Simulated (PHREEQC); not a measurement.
Hard or scaling water: an equilibrium model

Dissolve 0.0002 mol/kgw CaSO4 and 0.0001 mol/kgw NaHS at 25 °C. Closed to the air; pH follows from the charge balance.

All values are PHREEQC results (ion-association model, phreeqc.dat), not measurements.

The pH is 8.45. The ionic strength is 0.000879 mol/kgw and the total alkalinity comes out as 0.100 meq/kg.

```tsv
species	molality	activity	log γ
Ca+2	0.000195	0.000171	-0.058
SO4-2	0.000195	0.000170	-0.058
Na+	9.99e-5	9.66e-5	-0.014
HS-	9.71e-5	9.39e-5	-0.015
CaSO4	5.17e-6	5.17e-6	0.000
H2S	2.93e-6	2.93e-6	0.000
OH-	2.93e-6	2.83e-6	-0.015
NaSO4-	8.54e-8	8.26e-8	-0.014
CaOH+	8.19e-9	7.92e-9	-0.015
H+	3.69e-9	3.58e-9	-0.014
S-2	3.62e-9	3.17e-9	-0.058
```

Precipitation was switched off in this run. Complexes and solids missing from the database can't appear.
